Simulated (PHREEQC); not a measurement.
A column of 1 m (40 cells, dispersivity 0.08 m, 3600 s a shift, diffusion coefficient 3e-10 m²/s) holds 0.048 eq of the database's cation exchanger X per kg of pore water, first in equilibrium with 0.015 mol MnCl2 and 1e-05 mol HCl per kg of water. It is flushed with 0.012 mol ZnCl2, 0.0026 mol MgCl2, 0.0069 mol KBr and 1e-05 mol HCl per kg of water, at 40 °C. Values are for the last cell. No CO2 enters from the air. Nothing may precipitate in this run.

Model: ion-association model, phreeqc.dat, run in PHREEQC.

| pore volumes | Zn in solution (mol/kgw) | K in solution (mol/kgw) | Br in solution (mol/kgw) | Mg in solution (mol/kgw) | Mn in solution (mol/kgw) | ZnX2 on the exchanger (mol/kgw) | MnX2 on the exchanger (mol/kgw) |
|---|---|---|---|---|---|---|---|
| 0 | 0 | 0 | 0 | 0 | 0.0150 | 0 | 0.0240 |
| 0.4625 | 2.67e-11 | 5.35e-7 | 0.000214 | 1.65e-10 | 0.0151 | 7.99e-11 | 0.0240 |
| 0.7625 | 3.06e-7 | 8.30e-5 | 0.00209 | 5.48e-7 | 0.0159 | 8.69e-7 | 0.0240 |
| 1.212 | 8.23e-5 | 0.00121 | 0.00521 | 6.00e-5 | 0.0166 | 0.000216 | 0.0231 |
| 1.512 | 0.000516 | 0.00263 | 0.00620 | 0.000268 | 0.0156 | 0.00130 | 0.0209 |
| 1.962 | 0.00259 | 0.00475 | 0.00673 | 0.000953 | 0.0121 | 0.00583 | 0.0144 |
| 2.263 | 0.00481 | 0.00574 | 0.00684 | 0.00151 | 0.00883 | 0.00972 | 0.00950 |
| 2.712 | 0.00795 | 0.00654 | 0.00689 | 0.00214 | 0.00469 | 0.0141 | 0.00441 |
| 3.013 | 0.00942 | 0.00676 | 0.00690 | 0.00237 | 0.00287 | 0.0158 | 0.00256 |
| 3.462 | 0.0108 | 0.00689 | 0.00690 | 0.00253 | 0.00132 | 0.0172 | 0.00112 |
| 3.763 | 0.0112 | 0.00691 | 0.00690 | 0.00258 | 0.000773 | 0.0177 | 0.000645 |
| 4.213 | 0.0116 | 0.00692 | 0.00690 | 0.00260 | 0.000344 | 0.0180 | 0.000283 |
| 4.513 | 0.0118 | 0.00692 | 0.00690 | 0.00261 | 0.000200 | 0.0182 | 0.000164 |
| 4.963 | 0.0119 | 0.00691 | 0.00690 | 0.00261 | 8.86e-5 | 0.0183 | 7.24e-5 |

Species that the database lacks are ignored. At this temperature some constants are extrapolated from 25 °C, and those without enthalpy data are left unchanged.
